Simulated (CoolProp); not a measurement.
Vapour-liquid equilibrium of trans-2-butene (1) + acetone (2) at 13.8 kPa; x and y are mole fractions of (1).

The numbers come from the multi-fluid Helmholtz-energy mixture model, Lemmon 2005 and Lemmon 2006; pair parameters Bell 2016 in CoolProp.

**Question.** Give the bubble temperature and the first vapour's composition at x = 0.05, 0.2, 0.5. Is there an azeotrope?

**Answer.** x = 0.05: 258.8 K, y = 0.712; x = 0.2: 238.4 K, y = 0.934; x = 0.5: 233.2 K, y = 0.959. No azeotrope shows between x = 0.05 and 0.95.

Pair parameters are fitted to limited data, so mixtures are less certain than the pure fluids. With so large a gap from Raoult's law the liquid may split in two, which this calculation doesn't test in full.
